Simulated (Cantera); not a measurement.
# Al(CH3)3 + N2 (aluminium nitride and oxide growth)

Input: 1 mol Al(CH3)3, a varied amount of N2, held at 1727 °C and 3.23 Torr.

These are equilibrium values from Cantera (NASA tables, ideal gas, pure condensed phases), not measurements of a reactor. Candidate condensed phases: Al, AlN, C, C6H6, C7H8, C8H18; 97 gas species. The feed counts by its element totals alone. Rates play no part.

```tsv
n(N2) (mol)	x N2	x H2	x Al	x H	x HCN	x AlH	n C(graphite)
2.7	0.323	0.531	0.119	0.0181	0.00611	0.00159	2.94
8.2	0.591	0.315	0.0718	0.0139	0.00637	0.000739	2.90
14	0.711	0.220	0.0506	0.0116	0.00583	0.000435	2.87
19	0.769	0.174	0.0403	0.0104	0.00540	0.000309	2.85
25	0.813	0.139	0.0324	0.00926	0.00497	0.000222	2.83
30	0.839	0.119	0.0279	0.00857	0.00467	0.000177	2.82
36	0.862	0.102	0.0239	0.00791	0.00436	0.000139	2.80
41	0.876	0.0904	0.0213	0.00746	0.00415	0.000117	2.79
47	0.890	0.0797	0.0189	0.00700	0.00393	9.78e-5	2.77
52	0.899	0.0726	0.0172	0.00668	0.00377	8.52e-5	2.76
58	0.909	0.0655	0.0156	0.00635	0.00360	7.33e-5	2.75
```
x: gas mole fraction; n: condensed amount in mol.

From 2.7 mol N2 to 58 mol N2 the condensed part is C(graphite). The main Al-bearing gas is Al throughout.
